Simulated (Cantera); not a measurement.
A closed system holds: 1 mol CaCO3, 0.37 mol H2, 0.064 mol O2, equilibrated at 0.000520 bar.

Method: chemical equilibrium by Gibbs-energy minimisation in Cantera with the NASA 1993 tables (ideal gas, pure condensed phases). Candidate condensed phases: C, C6H6, C7H8, C8H18, Ca, CaCO3, CaO, Ca(OH)2, H2O; 115 gas species. The numbers say what is thermodynamically allowed, not how fast it happens.

x: gas mole fraction; n: condensed amount in mol.

```tsv
T (K)	x CO2	x H2O	x CO	x H2	x O2	x OH	n CaO(s)
1075	0.603	0.220	0.127	0.0498	<1e-12	(withheld)	1.00
1150	0.596	0.227	0.134	0.0429	<1e-12	(withheld)	1.00
1225	0.591	0.233	0.139	0.0374	3.33e-11	(withheld)	1.00
1300	0.586	0.237	0.144	0.0330	7.49e-10	(withheld)	1.00
1375	0.583	0.241	0.147	0.0294	1.20e-8	(withheld)	1.00
1450	0.580	0.244	0.150	0.0265	1.46e-7	(withheld)	1.00
1525	0.577	0.246	0.152	0.0241	1.38e-6	(withheld)	1.00
1600	0.575	0.248	0.154	0.0221	1.06e-5	(withheld)	1.000
1675	0.573	0.249	0.156	0.0204	6.78e-5	(withheld)	1.000
1750	0.571	0.249	0.158	0.0191	0.000366	(withheld)	1.000
1825	0.565	0.248	0.161	0.0181	0.00167	(withheld)	1.000
1900	0.551	0.244	0.170	0.0179	0.00607	(withheld)	1.000
1975	0.520	0.234	0.189	0.0190	0.0166	(withheld)	1.000
```

Fill in the missing entries.


- 1075, x OH: 2.41e-9
- 1150, x OH: 2.17e-8
- 1225, x OH: 1.50e-7
- 1300, x OH: 8.27e-7
- 1375, x OH: 3.80e-6
- 1450, x OH: 1.49e-5
- 1525, x OH: 5.10e-5
- 1600, x OH: 0.000155
- 1675, x OH: 0.000429
- 1750, x OH: 0.00108
- 1825, x OH: 0.00249
- 1900, x OH: 0.00521
- 1975, x OH: 0.00971
